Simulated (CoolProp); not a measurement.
Vapour-liquid equilibrium of R125 (1) + R236FA (2) at 234.2 K; x and y are mole fractions of (1).

The numbers come from the multi-fluid Helmholtz-energy mixture model, Lemmon 2005 and Pan 2012; pair parameters Bell 2016 in CoolProp.

Task: Give the bubble pressure and the first vapour's composition at x = 0.05, 0.5, 0.95. Is there an azeotrope?

Result: x = 0.05: 0.2268 bar, y = 0.343; x = 0.5: 0.8501 bar, y = 0.902; x = 0.95: 1.482 bar, y = 0.994. No azeotrope shows between x = 0.05 and 0.95.

The pair parameters rest on a limited set of measurements; away from them the model extrapolates.
